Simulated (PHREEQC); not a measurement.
0.027 g of hydrous ferric oxide (600 m²/g; 0.2 weak and 0.005 strong sites per Fe, Dzombak-Morel constants, diffuse double layer) in 1 kg of water with 0.001 mol/kgw of an inert sodium salt and 0.00018 mol/kgw CuSO4, 3.8e-06 mol/kgw MnCl2 and 1.9e-05 mol/kgw CuCl2, at 25 °C; the pH is set by adding NaOH or the inert anion's acid. The system is closed to oxygen. No CO2 enters from the air. No solid was allowed to form.

Model: ion-association model, wateq4f.dat, run in PHREEQC.

```json
[
 {"pH": "3", "S sorbed (%)": "16.2", "Cu sorbed (%)": "0.0", "Mn sorbed (%)": "0.0", "surface charge σ (C/m²)": "0.022"},
 {"pH": "3.5", "S sorbed (%)": "16.2", "Cu sorbed (%)": "0.1", "Mn sorbed (%)": "0.0", "surface charge σ (C/m²)": "0.019"},
 {"pH": "4", "S sorbed (%)": "15.9", "Cu sorbed (%)": "0.3", "Mn sorbed (%)": "0.0", "surface charge σ (C/m²)": "0.017"},
 {"pH": "4.5", "S sorbed (%)": "14.9", "Cu sorbed (%)": "1.2", "Mn sorbed (%)": "0.0", "surface charge σ (C/m²)": "0.016"},
 {"pH": "5", "S sorbed (%)": "13.1", "Cu sorbed (%)": "4.6", "Mn sorbed (%)": "0.0", "surface charge σ (C/m²)": "0.015"},
 {"pH": "5.5", "S sorbed (%)": "11.2", "Cu sorbed (%)": "13.3", "Mn sorbed (%)": "0.0", "surface charge σ (C/m²)": "0.016"},
 {"pH": "6", "S sorbed (%)": "10.4", "Cu sorbed (%)": "18.7", "Mn sorbed (%)": "0.0", "surface charge σ (C/m²)": "0.019"},
 {"pH": "6.5", "S sorbed (%)": "10.1", "Cu sorbed (%)": "20.2", "Mn sorbed (%)": "0.0", "surface charge σ (C/m²)": "0.022"},
 {"pH": "7", "S sorbed (%)": "9.5", "Cu sorbed (%)": "20.2", "Mn sorbed (%)": "0.0", "surface charge σ (C/m²)": "0.023"},
 {"pH": "7.5", "S sorbed (%)": "7.4", "Cu sorbed (%)": "19.0", "Mn sorbed (%)": "0.0", "surface charge σ (C/m²)": "0.019"},
 {"pH": "8", "S sorbed (%)": "3.2", "Cu sorbed (%)": "16.7", "Mn sorbed (%)": "0.3", "surface charge σ (C/m²)": "0.014"},
 {"pH": "8.5", "S sorbed (%)": "0.6", "Cu sorbed (%)": "15.1", "Mn sorbed (%)": "3.0", "surface charge σ (C/m²)": "0.009"},
 {"pH": "9", "S sorbed (%)": "0.1", "Cu sorbed (%)": "14.3", "Mn sorbed (%)": "21.8", "surface charge σ (C/m²)": "0.004"},
 {"pH": "9.5", "S sorbed (%)": "0.0", "Cu sorbed (%)": "13.3", "Mn sorbed (%)": "70.1", "surface charge σ (C/m²)": "0.001"},
 {"pH": "10", "S sorbed (%)": "0.0", "Cu sorbed (%)": "12.7", "Mn sorbed (%)": "95.0", "surface charge σ (C/m²)": "-0.001"},
 {"pH": "10.5", "S sorbed (%)": "0.0", "Cu sorbed (%)": "12.5", "Mn sorbed (%)": "99.3", "surface charge σ (C/m²)": "-0.005"},
 {"pH": "11", "S sorbed (%)": "0.0", "Cu sorbed (%)": "12.2", "Mn sorbed (%)": "99.9", "surface charge σ (C/m²)": "-0.012"}
]
```

Along this series the solution becomes supersaturated in solids that the run did not let form, among them Cu(OH)2, Brochantite, Antlerite, Atacamite. Complexes and solids missing from the database can't appear. The database's constant for dissolved Cu(OH)2 is higher than later reviews accept. The oxide is taken as insoluble; below pH 4 it would dissolve.
